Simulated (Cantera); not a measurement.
Charge: 1 mol CsOH, 2 mol H2, at 23.0 Pa.

Cantera equilibrium calculation (NASA polynomials, part measured and part estimated; ideal gas, pure solids and liquids). Candidate condensed phases: Cs, CsOH, H2O; 15 gas species. The numbers say what is thermodynamically allowed, not how fast it happens. All values below are at 2023 K.

Base state: H2 0.381, Cs 0.267, H2O 0.260, H 0.0773, CsOH 0.00758, OH 0.00550, O 0.000810, O2 0.000238 (mole fractions); condensed: gas only.

**Question.** What changes in the equilibrium state with this change: CsOH replaced by Mg(OH)2?

**Answer.** 
```
species       before     after
-----------  -------  --------
H2             0.381     0.427
H2O            0.260     0.377
Mg                 0     0.104
Cs             0.267         0
H             0.0773    0.0819
CsOH         0.00758         0
MgOH               0  0.000559
MgO                0  0.000140
Mg(OH)2            0   1.78e-5
MgO(s), mol        0     0.632
```
The tables' values for MgH are old estimates; treat these amounts as uncertain. Further candidate phases: Mg, MgO, Mg(OH)2.
